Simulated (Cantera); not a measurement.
A Cantera script and what it prints.

```python
import numpy as np
import cantera as ct

gas_names = """
    AL ALCL ALCL2 ALCL3 ALH ALN AL2 AL2CL6 CL CL2 H HCL H2 N NH NH2 NH3 N2 N2H2 N2H4
""".split()
cond_names = """
    AL(cr) AL(L) ALCL3(s) ALCL3(L) ALN(s) NH4CL(a) NH4CL(b)
""".split()


# ... load() reads the species with a 1 bar reference pressure and builds the phases ...
atoms = {
    'AlCl3': {'AL': 1, 'CL': 3},
    'NH3': {'N': 1, 'H': 3},
    'N2': {'N': 2},
}
top_T = {'ALN(s)': 2750}  # K; cautious upper limits of use, not melting points


# ... equilibrate(T, P, feed) seeds the gas with the atoms and calls Mixture.equilibrate('TP', solver="vcs", rtol=1e-11, max_steps=5000) ...
results = []
feed = {'AlCl3': 1, 'NH3': 14, 'N2': 200}  # mol
for P in [10, 37, 140, 520, 1900, 7200, 27000, 100000]:
    for T in [973, 1073, 1173, 1273, 1373, 1473, 1573, 1673, 1773, 1873]:
        mix = equilibrate(T, P, feed)
        results.append((T, P, feed, dict(zip(mix.species_names, mix.species_moles))))

for T, P, feed, n in results:
    print(f"{T:7g} {P:10.4g}  " + (" + ".join(c for c in cond_names if n.get(c, 0) > 1e-12) or "gas only"))
```

Result:

```
    973         10  ALN(s)
   1073         10  ALN(s)
   1173         10  ALN(s)
   1273         10  ALN(s)
   1373         10  gas only
   1473         10  gas only
   1573         10  gas only
   1673         10  gas only
   1773         10  gas only
   1873         10  gas only
    973         37  ALN(s)
   1073         37  ALN(s)
   1173         37  ALN(s)
   1273         37  ALN(s)
   1373         37  gas only
   1473         37  gas only
   1573         37  gas only
   1673         37  gas only
   1773         37  gas only
   1873         37  gas only
    973        140  ALN(s)
   1073        140  ALN(s)
   1173        140  ALN(s)
   1273        140  ALN(s)
   1373        140  ALN(s)
   1473        140  gas only
   1573        140  gas only
   1673        140  gas only
   1773        140  gas only
   1873        140  gas only
    973        520  ALN(s)
   1073        520  ALN(s)
   1173        520  ALN(s)
   1273        520  ALN(s)
   1373        520  ALN(s)
   1473        520  ALN(s)
   1573        520  gas only
   1673        520  gas only
   1773        520  gas only
   1873        520  gas only
    973       1900  ALN(s)
   1073       1900  ALN(s)
   1173       1900  ALN(s)
   1273       1900  ALN(s)
   1373       1900  ALN(s)
   1473       1900  ALN(s)
   1573       1900  ALN(s)
   1673       1900  gas only
   1773       1900  gas only
   1873       1900  gas only
    973       7200  ALN(s)
   1073       7200  ALN(s)
   1173       7200  ALN(s)
   1273       7200  ALN(s)
   1373       7200  ALN(s)
   1473       7200  ALN(s)
   1573       7200  ALN(s)
   1673       7200  gas only
   1773       7200  gas only
   1873       7200  gas only
    973    2.7e+04  ALN(s)
   1073    2.7e+04  ALN(s)
   1173    2.7e+04  ALN(s)
   1273    2.7e+04  ALN(s)
   1373    2.7e+04  ALN(s)
   1473    2.7e+04  ALN(s)
   1573    2.7e+04  ALN(s)
   1673    2.7e+04  ALN(s)
   1773    2.7e+04  gas only
   1873    2.7e+04  gas only
    973      1e+05  ALN(s)
   1073      1e+05  ALN(s)
   1173      1e+05  ALN(s)
   1273      1e+05  ALN(s)
   1373      1e+05  ALN(s)
   1473      1e+05  ALN(s)
   1573      1e+05  ALN(s)
   1673      1e+05  ALN(s)
   1773      1e+05  ALN(s)
   1873      1e+05  gas only
```

Cantera equilibrium calculation (NASA polynomials, part measured and part estimated; ideal gas, pure solids and liquids). The tables' values for AlCl2 are old estimates.
